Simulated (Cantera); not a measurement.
NO annealing gas

An isothermal, constant-pressure homogeneous reactor starts with NO : N2 = 1.4 : 6.9 (molar parts), at 1975 K and 1.68 atm.

Detailed kinetics in Cantera: GRI-Mech 3.0 (53 species, 325 reactions).

```
t (s)       x NO      x O2   x N2    x NO2    x N2O
--------  ------  --------  -----  -------  -------
0.000100   0.169   6.03e-8  0.831  2.98e-6  3.98e-6
0.000217   0.169   3.28e-7  0.831  7.86e-6  7.22e-6
0.000469   0.169   2.32e-6  0.831  1.93e-5  1.11e-5
0.00102    0.169   1.67e-5  0.831  3.70e-5  1.35e-5
0.00220    0.168   7.52e-5  0.831  4.55e-5  1.39e-5
0.00477    0.168  0.000216  0.832  4.70e-5  1.39e-5
0.0103     0.167  0.000523  0.832  4.90e-5  1.38e-5
0.0224     0.166   0.00119  0.833  5.31e-5  1.35e-5
0.0484     0.163   0.00263  0.834  6.06e-5  1.31e-5
0.105      0.157   0.00571  0.837  7.27e-5  1.21e-5
0.227      0.144    0.0121  0.844  8.82e-5  1.02e-5
0.492      0.120    0.0243  0.856  9.88e-5  7.05e-6
1.07      0.0816    0.0434  0.875  8.80e-5  3.41e-6
2.31      0.0395    0.0645  0.896  5.15e-5  1.06e-6
5.00      0.0132    0.0776  0.909  1.89e-5  4.41e-7
```
x: mole fraction; the columns are a selection and need not sum to one.

Equilibrium at this temperature and pressure: NO 0.00482, O2 0.0819, N2 0.913, NO2 7.05e-6, N2O 3.81e-7 (gas phase only).
